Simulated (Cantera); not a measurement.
Equilibrium for silicon nitride deposition: SiH4 + N2 + H2

Input: 1 mol SiH4, 32 mol N2, 0.12 mol H2, equilibrated at 1.28 Torr.

Equilibrium computed with Cantera from the NASA thermochemical tables; the gas is ideal and each condensed phase is pure. Candidate condensed phases: Si, Si3N4; 18 gas species. The tables' values for SiN are old estimates; treat these amounts as uncertain. Rates play no part.

```csv
T (K),log p N2,log p H2,log p Si,log p H,log p Si2N,log p SiN,n Si(l)
1948,-2.81,-4.01,-4.63,-4.95,-6.43,-6.57,0.489
1973,-2.81,-4.02,-4.50,-4.88,-6.33,-6.46,0.304
1998,-2.81,-4.02,-4.37,-4.81,-6.24,-6.36,0.0568
2023,-2.81,-4.03,-4.34,-4.74,-6.34,-6.36,0
2048,-2.81,-4.04,-4.34,-4.67,-6.49,-6.38,0
2073,-2.81,-4.05,-4.33,-4.60,-6.64,-6.40,0
2098,-2.81,-4.06,-4.33,-4.54,-6.79,-6.42,0
2123,-2.81,-4.07,-4.33,-4.48,-6.93,-6.44,0
2148,-2.81,-4.08,-4.33,-4.42,-7.07,-6.46,0
2173,-2.82,-4.10,-4.33,-4.37,-7.21,-6.49,0
```
log p: log10 of the partial pressure in bar; n: condensed amount in mol.

From 1948 K to 1998 K the condensed part is Si(l). From 2023 K to 2173 K nothing is condensed. The main Si-bearing gas is Si throughout.
